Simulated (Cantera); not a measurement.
Mixture: CH₄ : C₂H₆ : C₃H₈ : O₂ : N₂ : H₂O = 1 : 0.034 : 0.076 : 3.12 : 11.7 : 0.73 (molar parts), equivalence ratio 0.80, at 1.01 bar, adiabatic and at constant pressure. Ignition delay is the time to a rise of 400 K.

Computed with Cantera and GRI-Mech 3.0 (53 species, 325 reactions).

What does this change do: 0.46 parts H2 added?


```
quantity                                                before       after
--------------------------------------------------  ----------  ----------
delay at 1000 K                                        0.326 s     28.6 ms
delay at 1200 K                                        10.7 ms     2.30 ms
delay at 1400 K                                       0.595 ms    0.296 ms
delay at 1600 K                                        88.2 µs     60.7 µs
delay at 1800 K                                        27.9 µs     21.6 µs
apparent activation energy between 1700 and 1900 K  120 kJ/mol  110 kJ/mol
```
